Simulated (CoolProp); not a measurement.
Computed with CoolProp (reference Helmholtz-energy equation of state, Akasaka 2015).

Question: For R245fa, give the phase and the cv (kJ/(kg K)), expansivity (1/kK), Prandtl number at 351 K and 3.1 MPa; 401.9 K and 3.1 MPa.

Answer: 
- 351 K and 3.1 MPa: liquid; cv 1.01, expansivity 2.79, Prandtl number 4.21
- 401.9 K and 3.1 MPa: liquid; cv 1.10, expansivity 6.74, Prandtl number 3.48

Viscosity comes from a separate model (Bell 2016), an estimate that may be off by 10 % or more. Thermal conductivity comes from a separate model (Huber 2003), an estimate that may be off by 10 % or more.
